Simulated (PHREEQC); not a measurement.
Consider water at 20 °C with 0.0011 mol HCl, 0.001 mol FeSO4 and 0.012 mol Fe2(SO4)3 per kg of water. Closed to the air; pH follows from the charge balance.

Model: ion-association model, phreeqc.dat, run in PHREEQC.

Precipitation was switched off in this run.

Task: Order these S species by the share of S that they hold, largest first: FeSO4, SO4-2, HSO4-, FeSO4+, Fe(SO4)2-.

Result: FeSO4+ (49 %), SO4-2 (34 %), Fe(SO4)2- (12 %), HSO4- (3.2 %), FeSO4 (0.84 %)

Task: Order these Fe species by the share of Fe that they hold, largest first: Fe+2, FeOH+2, Fe(SO4)2-, Fe+3, FeSO4+.

Result: FeSO4+ (72 %), Fe(SO4)2- (9.1 %), FeOH+2 (5.6 %), Fe+3 (4.3 %), Fe+2 (2.7 %)

The pH is 2.72 and the ionic strength 0.0505 mol/kgw. Saturation is exceeded, for instance for Hematite (slow to form), Goethite (slow to form); the values hold only as long as no solid forms.
